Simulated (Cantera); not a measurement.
Input: 1 mol c-C4F8, 0.059 mol F2, at 140 Pa.

Points: T (K) = 1900, 1950, 2000, 2050, 2100, 2150, 2200, 2250, 2300, 2350, 2400, 2450.

Cantera's Mixture.equilibrate('TP', solver="vcs", rtol=1e-11, max_steps=5000) on the NASA tables stopped like this:

```
ERROR: FAILURE its = 5001!

*******************************************************************************
CanteraError thrown by MultiPhase::equilibrate:
VCS solver failed. Return code: -1
*******************************************************************************
```

Problem. What got this run through?

Solution. One answer among several that fit: The failure is numerical, not chemical. The same input converged with solver="gibbs", rtol=1e-10, max_steps=50000, and the result passed a check of the equilibrium conditions:
```
log10 of partial pressures in bar; condensed amounts in mol
       T/K       CF4         F       CF2        CF       CF3     C(gr)
      1900    -2.937    -4.117    -3.800    -6.677    -5.049      1.87
      1950    -2.987    -3.906    -3.631    -6.350    -4.928     1.818
      2000    -3.064    -3.713    -3.485    -6.046    -4.835     1.747
      2050    -3.178    -3.540    -3.367    -5.769    -4.778     1.658
      2100    -3.346    -3.389    -3.284    -5.519    -4.767     1.566
      2150    -3.580    -3.264    -3.242    -5.300    -4.813     1.511
      2200    -3.888    -3.166    -3.245    -5.112    -4.921     1.552
      2250    -4.261    -3.092    -3.287    -4.952    -5.082     1.713
      2300    -4.678    -3.036    -3.358    -4.814    -5.282     1.961
      2350    -5.124    -2.994    -3.449    -4.694    -5.508      2.24
      2400    -5.585    -2.963    -3.553    -4.588    -5.751      2.51
      2450    -6.054    -2.939    -3.667    -4.493    -6.004     2.747
```

The gas is ideal and each condensed phase is pure. The feed counts by its element totals alone. Gases not in the tables: C2F6 and larger saturated fluorocarbons.
